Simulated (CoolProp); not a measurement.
R1336mzz(Z) along the isotherm 61.75 °C: fugacity coefficient from the reference equation and from simpler models built on Tc = 171.3 °C, pc = 2904 kPa, ω = 0.386; each cubic takes its own stable root.

Model: reference Helmholtz-energy equation of state, McLinden 2020, in CoolProp.

```tsv
p (kPa)	phase	reference	van der Waals	Soave-Redlich-Kwong
1120	liquid	0.2182	0.6381	0.2243
2230	liquid	0.1154	0.3513	0.1197
3350	liquid	0.08086	0.2561	0.08461
4470	liquid	0.06380	0.2099	0.06734
5580	liquid	0.05378	0.1835	0.05723
6700	liquid	…	0.1667	0.05057
7820	liquid	0.04249	0.1557	0.04596
8930	liquid	0.03913	0.1484	0.04266
10100	liquid	0.03647	0.1433	0.04009
11200	liquid	…	…	0.03827
12300	liquid	0.03305	0.1387	0.03688
13400	liquid	0.03187	0.1381	0.03582
14500	liquid	0.03093	0.1383	…
```

Task: What belongs in the gaps?

Result: 
- 6700, reference: 0.04713
- 11200, reference: 0.03455
- 11200, van der Waals: 0.1403
- 14500, Soave-Redlich-Kwong: 0.03502
